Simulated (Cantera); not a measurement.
## CH2F2 + F2 (fluorocarbon and chlorocarbon gases)

Feed: 1 mol CH2F2, 0.1 mol F2, at 13.3 mbar.

These are equilibrium values from Cantera (NASA tables, ideal gas, pure condensed phases), not measurements of a reactor. Candidate condensed phases: C, C6H6, C7H8, C8H18; 95 gas species. Gases not in the tables: C2F6 and larger saturated fluorocarbons. Rates play no part.

From 1323 K to 2923 K the condensed part is C(graphite). The main C-bearing gas is CF4 at 1323 K and C3 at 2923 K. The share of C in condensed phases is highest at 2523 K (97.8 %) and lowest at 2923 K (88.6 %).

| T (K) | log p HF | log p F | log p H | log p CF4 | log p CF2 | log p CF | log p C3 | n C(graphite) |
|---|---|---|---|---|---|---|---|---|
| 1323 | -1.89 | -8.05 | -10.62 | -3.49 | -7.42 | -12.62 | <-13 | 0.950 |
| 1523 | -1.89 | -6.41 | -9.24 | -3.49 | -5.97 | -10.11 | <-13 | 0.950 |
| 1723 | -1.89 | -5.15 | -8.16 | -3.50 | -4.86 | -8.18 | <-13 | 0.949 |
| 1923 | -1.89 | -4.18 | -7.29 | -3.59 | -4.04 | -6.68 | -11.41 | 0.945 |
| 2123 | -1.90 | -3.48 | -6.49 | -4.05 | -3.56 | -5.56 | -9.32 | 0.941 |
| 2323 | -1.91 | -3.13 | -5.60 | -5.35 | -3.63 | -4.88 | -7.59 | 0.959 |
| 2523 | -1.91 | -3.00 | -4.68 | -7.07 | -4.01 | -4.45 | -6.15 | 0.978 |
| 2723 | -1.93 | -2.92 | -3.87 | -8.70 | -4.41 | -4.14 | -4.92 | 0.974 |
| 2923 | -1.97 | -2.81 | -3.24 | -9.90 | -4.66 | -3.81 | -3.87 | 0.886 |
log p: log10 of the partial pressure in bar; n: condensed amount in mol.
